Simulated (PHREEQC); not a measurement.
## Brine

Dissolve 0.62 mol KCl and 4.2 mol CaCl2 per kg of water at 25 °C. Closed to the air; pH follows from the charge balance.

Equilibrium calculation in PHREEQC: Pitzer model, pitzer.dat.

```yaml
ionic_strength: 13.2 mol/kgw
activity_of_water: 0.582
density: 1.312 g/cm³
osmotic_coefficient: 2.172
```

```
species  molality  activity   log γ
-------  --------  --------  ------
Cl-          9.02      7.48  -0.081
Ca+2         4.20       254   1.782
K+          0.620     0.564  -0.041
OH-       3.53e-7  4.72e-10  -2.874
H+        3.53e-7   1.25e-5   1.548
```

Precipitation was switched off in this run. Complexes and solids missing from the database can't appear.
